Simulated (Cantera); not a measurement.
A perfectly stirred reactor is fed with 4.36 % CH4, 0.257 % C2H6, 20.0 % O2, 75.4 % N2, equivalence ratio 0.48, at 500000 Pa; it is adiabatic with a 475 K inlet, and is followed from long to short residence time, starting on the burning branch (τ in s: 0.055, 0.026, 0.012, 0.0059, 0.0028, 0.0013, 0.00064, 0.0003, 0.00014, 6.9e-05, 3.3e-05, 1.6e-05).

Cantera simulation using GRI-Mech 3.0 (53 species, 325 reactions); the numbers are that mechanism's predictions, not measurements.

Question: Predict: blow-out, bracketed by the residence times tried; x(CH4) at τ = 55.0 ms; x(C2H6) at τ = 55.0 ms; x(O2) at τ = 55.0 ms; x(OH) at τ = 55.0 ms; x(CO2) at τ = 55.0 ms; x(CH4) at τ = 0.640 ms; x(C2H6) at τ = 0.640 ms; x(O2) at τ = 0.640 ms.

Answer: 
```json
{
 "blow_out_bracketed_by_the_residence_times_tried": "burning at 1.30 ms, out at 0.640 ms",
 "x(CH4) at τ = 55.0 ms": "2.07e-5",
 "x(C2H6) at τ = 55.0 ms": "3.16e-7",
 "x(O2) at τ = 55.0 ms": "0.104",
 "x(OH) at τ = 55.0 ms": "0.000220",
 "x(CO2) at τ = 55.0 ms": "0.0483",
 "x(CH4) at τ = 0.640 ms": "0.0436",
 "x(C2H6) at τ = 0.640 ms": "0.00257",
 "x(O2) at τ = 0.640 ms": "0.200"
}
```
